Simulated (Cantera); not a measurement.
A freely propagating, adiabatic, planar premixed flame of 16.4 % H2, 14.7 % O2, 68.9 % N2, unburnt at 400 K and 7.20 bar; multicomponent transport, grid criteria slope 0.08 and curve 0.16, no radiation.

Detailed kinetics in Cantera: the H2/O2 subset of GRI-Mech 3.0, which has no nitrogen chemistry. The hydrogen kinetics of GRI-Mech 3.0 are dated; newer H2 mechanisms differ, most at raised pressure. Burning velocities carry a grid error of a few per cent, more on coarse grids. Lean hydrogen flames are cellular in practice and burn faster than this planar one.

x: mole fraction of selected species; z is measured from the peak of heat release.

```tsv
z (mm)	T (K)	u (m/s)	x H2	x O2	x H2O	x O	x H	x H2O2
-0.467	402	0.154	0.154	0.148	0.000220	<1e-8	<1e-8	3.09e-7
-0.312	416	0.156	…	0.151	…	<1e-8	<1e-8	…
-0.234	450	0.166	0.118	0.152	0.00762	<1e-8	<1e-8	1.61e-5
-0.156	565	0.204	0.0873	0.149	0.0262	<1e-8	<1e-8	6.60e-5
-0.0779	893	0.316	0.0478	0.129	0.0748	1.20e-7	3.43e-8	0.000211
-0.0389	1171	0.414	0.0272	0.109	0.113	2.20e-5	2.05e-5	0.000211
0	1447	0.512	0.00999	0.0869	0.151	0.000273	0.000199	1.14e-5
0.0389	1576	0.558	0.00270	0.0762	0.168	0.000303	0.000141	2.40e-6
0.0779	1614	0.572	0.000839	0.0737	0.172	0.000155	4.44e-5	1.31e-6
0.156	1630	0.577	0.000150	0.0729	0.174	3.90e-5	4.97e-6	4.97e-7
0.312	1634	0.579	1.92e-5	0.0729	0.175	8.44e-6	4.00e-7	1.54e-7
0.623	1635	0.579	…	0.0729	0.175	…	…	…
1.25	1635	0.579	2.46e-6	0.0729	0.175	2.25e-6	4.66e-8	5.48e-8
```

Task: What belongs in the gaps?

Result: 
- -0.312, x H2: 0.137
- -0.312, x H2O: 0.00213
- -0.312, x H2O2: 3.83e-6
- 0.623, x H2: 3.56e-6
- 0.623, x O: 2.95e-6
- 0.623, x H: 6.83e-8
- 0.623, x H2O2: 6.71e-8
